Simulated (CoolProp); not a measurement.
R227EA at 470 K and 0.121 MPa flows at 4.2 m/s in a round tube of 50 mm bore and 1.5 µm roughness, fully developed (64/Re and Nu = 3.66 if laminar; Colebrook and Gnielinski if turbulent). Each further row changes one setting.

Computed with CoolProp (reference Helmholtz-energy equation of state, Lemmon 2016).

```csv
case,Reynolds number,Darcy friction factor,pressure drop (Pa/m),heat-transfer coefficient (W/(m² K)),mass flow (kg/h)
as stated,(withheld),(withheld),(withheld),(withheld),(withheld)
velocity 8.4 m/s,124000,0.0174,65.1,113,315
diameter 100 mm,124000,(withheld),8.09,(withheld),629
```

What belongs in the gaps?


- as stated, Reynolds number: 61800
- as stated, Darcy friction factor: 0.0201
- as stated, pressure drop (Pa/m): 18.7
- as stated, heat-transfer coefficient (W/(m² K)): 65.5
- as stated, mass flow (kg/h): 157
- diameter 100 mm, Darcy friction factor: 0.0173
- diameter 100 mm, heat-transfer coefficient (W/(m² K)): 56.3

Viscosity comes from a separate model (Huber 2003), an estimate that may be off by 10 % or more. Thermal conductivity comes from a separate model (Huber 2003), an estimate that may be off by 10 % or more.
